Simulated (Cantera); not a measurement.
Input: 1 mol SiO2, 2.2 mol HCl, 1 mol O2, held at 9.00 Torr.

Method: chemical equilibrium by Gibbs-energy minimisation in Cantera with the NASA 1993 tables (ideal gas, pure condensed phases). Candidate condensed phases: H2O, Si, SiO2; 30 gas species. The tables hold silica as quartz up to 1696 K and as liquid above; real silica turns to tridymite and cristobalite and melts near 1996 K. The numbers say what is thermodynamically allowed, not how fast it happens.

Q: Which condensed phases are stable at each of these points (T (K)): 748, 848, 948, 1048, 1148, 1248, 1348, 1448, 1548, 1648, 1748, 1848, 1948?

A: 
| T (K) | condensed phases | Si condensed (%) |
|---|---|---|
| 748 | SiO2(α-quartz) | 100.0 |
| 848 | SiO2(β-quartz) | 100.0 |
| 948 | SiO2(β-quartz) | 100.0 |
| 1048 | SiO2(β-quartz) | 100.0 |
| 1148 | SiO2(β-quartz) | 100.0 |
| 1248 | SiO2(β-quartz) | 100.0 |
| 1348 | SiO2(β-quartz) | 100.0 |
| 1448 | SiO2(β-quartz) | 100.0 |
| 1548 | SiO2(β-quartz) | 100.0 |
| 1648 | SiO2(β-quartz) | 100.0 |
| 1748 | SiO2(condensed) | 100.0 |
| 1848 | SiO2(condensed) | 100.0 |
| 1948 | SiO2(condensed) | 100.0 |

At 748 K the condensed part is SiO2(α-quartz). From 848 K to 1648 K the condensed part is SiO2(β-quartz). From 1748 K to 1948 K the condensed part is SiO2(condensed).
